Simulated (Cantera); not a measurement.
An adiabatic, constant-pressure homogeneous reactor starts with CO : H2 : O2 : N2 = 1 : 0.11 : 0.578 : 2.17 (molar parts), equivalence ratio 0.96, at 1625 K and 1.01 bar.

Computed with Cantera and GRI-Mech 3.0 (53 species, 325 reactions).

### Question
Predict: time of steepest temperature rise; temperature at 8.00 s; equilibrium temperature; x(CO) at 8.00 s; x(H2) at 8.00 s; x(O2) at 8.00 s; x(NO2) at 8.00 s; x(O) at 8.00 s.

### Answer
```json
{
 "time_of_steepest_temperature_rise": "29.7 µs",
 "temperature at 8.00 s": "2791 K",
 "equilibrium_temperature": "2791 K",
 "x(CO) at 8.00 s": "0.112 (gas-phase equilibrium 0.112)",
 "x(H2) at 8.00 s": "0.00209 (gas-phase equilibrium 0.00209)",
 "x(O2) at 8.00 s": "0.0485 (gas-phase equilibrium 0.0485)",
 "x(NO2) at 8.00 s": "5.03e-6 (gas-phase equilibrium 5.03e-6)",
 "x(O) at 8.00 s": "0.0115 (gas-phase equilibrium 0.0115)"
}
```
